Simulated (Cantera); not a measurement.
Input (Python, Cantera) and output of one run.

```python
import numpy as np
import cantera as ct

gas_names = """
    O CO2 TaO2
""".split()
cond_names = """
    TaC(s) TaC(L)
""".split()


def load(file, names, dense=False):
    # The tables refer to 1 bar. Condensed volumes are neglected.
    table = {s.name: s for s in ct.Species.list_from_file(file)}
    out = []
    for n in names:
        d = dict(table[n].input_data)
        d["thermo"] = dict(d["thermo"], **{"reference-pressure": 1e5})
        if dense:
            d["equation-of-state"] = {"model": "constant-volume", "density": "1e6 g/cm^3"}
        out.append(ct.Species.from_dict(d))
    return out


species = {s.name: s for s in load("nasa_gas.yaml", gas_names) + load("nasa_condensed.yaml", cond_names)}
# Each term lists the table entries of one substance; the one whose range holds T is used.
reactions = {
    'TaC + 4 O(g) = CO2(g) + TaO2(g)':
        [(-1, ['TaC(s)', 'TaC(L)']), (-4, ['O']), (1, ['CO2']), (1, ['TaO2'])],
}


def pick(names, T):
    return next(species[n] for n in names if species[n].thermo.min_temp <= T <= species[n].thermo.max_temp)


results = []
for label, terms in reactions.items():
    print(label)
    print("     T/K   dH/kJ  dS/(J/K)   dG/kJ   log10 K")
    for T in [1775, 1850, 1925, 2000, 2075, 2150, 2225, 2300, 2375, 2450]:
        used = [(nu, pick(names, T)) for nu, names in terms]
        dH = sum(nu * s.thermo.h(T) for nu, s in used) / 1e6
        dS = sum(nu * s.thermo.s(T) for nu, s in used) / 1e3
        dG = dH - T * dS / 1e3
        logK = -dG * 1e6 / (ct.gas_constant * T * np.log(10))
        results.append((label, T, dH, dS, dG, logK, [s.name for _, s in used]))
        print(f"{T:8g} {dH:8.1f} {dS:8.1f} {dG:8.1f} {logK:8.2f}")
```

Result:

```
TaC + 4 O(g) = CO2(g) + TaO2(g)
     T/K   dH/kJ  dS/(J/K)   dG/kJ   log10 K
    1775  -1487.3   -246.5  -1049.8    30.89
    1850  -1489.1   -247.5  -1031.3    29.12
    1925  -1490.9   -248.4  -1012.7    27.48
    2000  -1492.7   -249.3   -994.0    25.96
    2075  -1494.5   -250.2   -975.3    24.55
    2150  -1496.4   -251.1   -956.5    23.24
    2225  -1498.2   -252.0   -937.7    22.01
    2300  -1500.1   -252.8   -918.7    20.86
    2375  -1502.0   -253.6   -899.7    19.79
    2450  -1504.0   -254.4   -880.7    18.78
```

Standard-state values (1 bar) from the NASA 1993 polynomials, evaluated with Cantera. TaC: taken at fixed stoichiometry. Condensed species are held in their standard states even where they would react or evaporate.
